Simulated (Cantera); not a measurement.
# Ti + CO + H2 (metals in furnace atmospheres)

A closed system holds: 1 mol Ti, 14 mol CO, 240 mol H2, at 5.10 bar.

Cantera equilibrium calculation (NASA polynomials, part measured and part estimated; ideal gas, pure solids and liquids). Candidate condensed phases: C, C6H6, C7H8, C8H18, H2O, Ti, TiC, TiO, TiO2, Ti2O3, Ti3O5, Ti4O7; 113 gas species. Mutual solubility and eutectic melting of coexisting phases are not modelled. TiC: taken at fixed stoichiometry. Condensed phases not in the tables: Magnéli phases beyond Ti4O7. Gases not in the tables: TiO(OH)2. Rates play no part.

```csv
T (K),x H2,x CO,x CH4,x H2O,x H,x CO2,x C2H2 (acetylene),n TiO2(rutile),n Ti4O7(s),n Ti3O5(s),n TiC(s),n Ti2O3(s)
1323,0.940,0.0443,0.0121,0.00393,6.81e-7,9.99e-5,1.21e-7,1.00,0,0,0,0
1373,0.941,0.0465,0.00957,0.00249,1.43e-6,5.97e-5,2.87e-7,0,0.250,0,0,0
1423,0.942,0.0478,0.00819,0.00149,2.86e-6,3.34e-5,7.29e-7,0,0,0.333,0,0
1473,0.943,0.0484,0.00753,0.000863,5.44e-6,1.79e-5,1.96e-6,0,0,0.333,0,0
1523,0.944,0.0487,0.00714,0.000501,9.94e-6,9.64e-6,5.20e-6,0,0,0.333,0,0
1573,0.945,0.0503,0.00465,0.000453,1.75e-5,8.33e-6,6.04e-6,0,0,0,0.177,0.412
1623,0.946,0.0513,0.00266,0.000477,2.98e-5,8.35e-6,5.09e-6,0,0,0,0.379,0.310
1673,0.946,0.0519,0.00156,0.000499,4.90e-5,8.27e-6,4.29e-6,0,0,0,0.492,0.254
1723,0.946,0.0522,0.000948,0.000519,7.86e-5,8.15e-6,3.65e-6,0,0,0,0.556,0.222
1773,0.946,0.0524,0.000591,0.000538,0.000123,8.01e-6,3.12e-6,0,0,0,0.595,0.203
1823,0.946,0.0525,0.000378,0.000556,0.000187,7.87e-6,2.70e-6,0,0,0,0.618,0.191
1873,0.946,0.0525,0.000248,0.000573,0.000278,7.74e-6,2.35e-6,0,0,0,0.633,0.184
1923,0.946,0.0525,0.000167,0.000589,0.000406,7.61e-6,2.06e-6,0,0,0,0.643,0.179
```
x: gas mole fraction; n: condensed amount in mol.

At 1323 K the condensed part is TiO2(rutile). At 1373 K the condensed part is Ti4O7(s). From 1423 K to 1523 K the condensed part is Ti3O5(s). From 1573 K to 1923 K the condensed part is TiC(s) + Ti2O3(s).
